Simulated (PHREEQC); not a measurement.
Solution (60 °C): 4.9 mmol/kgw NaH2PO4, 0.05 mmol/kgw H2SO4 and 0.0015 mmol/kgw H4SiO4. Closed to the air; pH follows from the charge balance.

Equilibrium calculation in PHREEQC: ion-association model, phreeqc.dat.

Each row changes one thing in this solution. No solid was allowed to form.

```csv
case,pH,ionic strength (mol/kgw),H3PO4 (mol/kgw),SO4-2 (mol/kgw),HPO4-2 (mol/kgw),NaSO4- (mol/kgw)
as made,4.27,0.00501,5.09e-5,4.85e-5,8.55e-6,1.05e-6
H4SiO4 left out,4.27,0.00501,5.09e-5,4.85e-5,8.55e-6,1.05e-6
NaH2PO4 from 0.0049 to 0.049 mol/kgw,4.49,0.0493,0.000274,4.40e-5,0.000204,5.78e-6
0.00033 mol/kgw Ca(OH)2 added,6.08,0.00619,6.99e-7,4.77e-5,0.000500,1.00e-6
diluted 5-fold with water,4.71,0.00101,3.90e-6,9.91e-6,4.14e-6,5.10e-8
```

Some of these states are supersaturated (in Hydroxyapatite, for instance). Constants without temperature data keep their 25 °C values here.
